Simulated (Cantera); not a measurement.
Oxide etching and cleaning by halides: B₂O₃ + HCl + O₂

Charge: 1 mol B₂O₃, a varied amount of HCl, 5.1 mol O₂, at 1.05 Torr.

Cantera equilibrium calculation (NASA polynomials, part measured and part estimated; ideal gas, pure solids and liquids). Candidate condensed phases: B, B₂O₃, B₃O₃H₃, H₂O; 33 gas species. The tables' values for BCl₂ are old estimates. Kinetics and transport are ignored.

Stable condensed phases:

```
T in °C \ n(HCl) in mol
         4.1 6.8 9.5  12  15  18  20  23  26  28  31  34  36
   1227    A   A   B   B   B   B   B   B   B   B   B   B   B
   1177    A   A   A   A   A   A   B   B   B   B   B   B   B
   1127    A   A   A   A   A   A   A   A   A   A   A   A   A
   1077    A   A   A   A   A   A   A   A   A   A   A   A   A
   1027    A   A   A   A   A   A   A   A   A   A   A   A   A
    977    A   A   A   A   A   A   A   A   A   A   A   A   A
    927    A   A   A   A   A   A   A   A   A   A   A   A   A
    877    A   A   A   A   A   A   A   A   A   A   A   A   A
    827    A   A   A   A   A   A   A   A   A   A   A   A   A
    777    A   A   A   A   A   A   A   A   A   A   A   A   A
    727    A   A   A   A   A   A   A   A   A   A   A   A   A
    677    A   A   A   A   A   A   A   A   A   A   A   A   A
```

A: B₂O₃; B: gas only.
